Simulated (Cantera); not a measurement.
Standard-state values (1 bar) from the NASA 1993 polynomials, evaluated with Cantera. Values are per mole of reaction as written; species without (g) are pure solids or liquids, kept so even where they would boil at 1 bar.

Between 300 and 2350 K, where is each reaction favourable under standard conditions?
- 2 SrO + 4 OH(g) → 2 Sr(OH)2 + O2(g)


- 2 SrO + 4 OH(g) → 2 Sr(OH)2 + O2(g): ΔG° is -777 kJ at 300 K and -82 kJ at 2350 K; it stays negative (K > 1). ΔH° is -701 kJ and ΔS° -263 J/K at 2350 K.
